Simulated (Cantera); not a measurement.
# Hydrocarbon pyrolysis for carbon deposition

A perfectly stirred reactor is fed with 10.5 % CH₄, 89.5 % H₂, at 0.443 Torr; it is held at 1525 K, and followed from long to short residence time.

Computed with Cantera and GRI-Mech 3.0 (53 species, 325 reactions). GRI-Mech 3.0 stops at C3 and has no aromatics, soot or wall deposition, so with more carbon than oxygen in the feed, carbon stays in small species such as C2H2 where larger ones or solid carbon would form. Radical loss at walls, strong at low pressure, is not modelled.

```csv
τ (s),x CH₄,x H₂,x C₂H,x C₂H₂,x C₂H₆,x C₂H₄
7.5,0.0963,0.899,2.15e-9,0.00344,4.75e-6,0.000333
1.8,0.105,0.895,1.06e-11,5.46e-5,8.84e-7,5.54e-5
0.41,0.105,0.895,<1e-12,1.09e-7,4.45e-8,1.05e-6
0.097,0.105,0.895,<1e-12,2.76e-10,1.65e-9,1.47e-8
0.023,0.105,0.895,<1e-12,<1e-12,3.59e-11,1.93e-10
0.0053,0.105,0.895,<1e-12,<1e-12,<1e-12,2.07e-12
0.0013,0.105,0.895,<1e-12,<1e-12,<1e-12,<1e-12
```
x: mole fraction; the columns are a selection and need not sum to one.
